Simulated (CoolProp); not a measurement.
Saturation properties of cyclohexane (Tc = 280.5 °C, pc = 40.81 bar, ω = 0.209).

The numbers come from the reference Helmholtz-energy equation of state, Zhou 2014 in CoolProp.

```tsv
T (°C)	p (bar)	vapour density (kg/m³)	surface tension (mN/m)	liquid viscosity (µPa s)	vapour viscosity (µPa s)
31.85	0.1759	0.5897	23.6	795	7.14
46.25	0.3148	1.014	21.9	639	7.42
60.75	0.5330	1.655	20.2	525	7.71
75.15	0.8545	2.569	18.5	439	7.99
89.55	1.311	3.833	16.9	372	8.28
103.95	1.938	5.531	15.3	318	8.58
118.45	2.779	7.777	13.7	275	?
132.85	3.861	10.65	12.2	239	9.23
147.25	5.232	14.30	10.7	210	9.60
161.65	6.937	18.90	9.29	185	10.0
176.05	9.020	24.64	7.89	164	10.5
190.55	?	31.88	6.53	146	11.0
204.95	14.54	40.93	5.24	?	11.7
219.35	18.07	52.44	4.01	114	12.4
233.75	22.20	67.45	?	99.5	13.4
```

Question: What belongs in the gaps?

Answer: 
- 118.45, vapour viscosity (µPa s): 8.90
- 190.55, p (bar): 11.55
- 204.95, liquid viscosity (µPa s): 129
- 233.75, surface tension (mN/m): 2.86

It boils at 80.7 °C under 1 atm.

Viscosity comes from a separate model (Tariq 2014). Surface tension comes from a separate correlation (Mulero 2012).
